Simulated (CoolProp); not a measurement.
The numbers come from the reference Helmholtz-energy equation of state, Schroeder 2014 in CoolProp.

**Question.** For ethanol, give the phase and the Z, cv (kJ/(kg K)), speed of sound (m/s), Joule-Thomson coefficient (K/MPa) at 427.9 K and 5.13 MPa; 374 K and 0.135 MPa; 227.3 K and 3.7 MPa.

**Answer.** 
- 427.9 K and 5.13 MPa: liquid; Z 0.102, cv 2.89, speed of sound 729, Joule-Thomson coefficient -0.00421
- 374 K and 0.135 MPa: gas; Z 0.968, cv 1.56, speed of sound 269, Joule-Thomson coefficient 45.6
- 227.3 K and 3.7 MPa: liquid; Z 0.106, cv 1.64, speed of sound 1430, Joule-Thomson coefficient -0.449
